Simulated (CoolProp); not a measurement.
Computed with CoolProp (reference Helmholtz-energy equation of state, Lemmon 2006). It is a short technical equation, of lower accuracy than the large ones.

Problem. For C2F6 (R116), give the phase and the density (kg/m³), Joule-Thomson coefficient (K/MPa), viscosity (µPa s), fugacity coefficient at -23.95 °C and 1.97 MPa; 76.45 °C and 1.97 MPa; 101.65 °C and 1.97 MPa.

Solution. 
- -23.95 °C and 1.97 MPa: liquid; density 1340, Joule-Thomson coefficient 0.135, viscosity 176, fugacity coefficient 0.409
- 76.45 °C and 1.97 MPa: gas; density 107, Joule-Thomson coefficient 6.05, viscosity 17.8, fugacity coefficient 0.888
- 101.65 °C and 1.97 MPa: gas; density 96.0, Joule-Thomson coefficient 4.82, viscosity 19.0, fugacity coefficient 0.914

Viscosity comes from a separate model (Huber 2003), an estimate that may be off by 10 % or more.
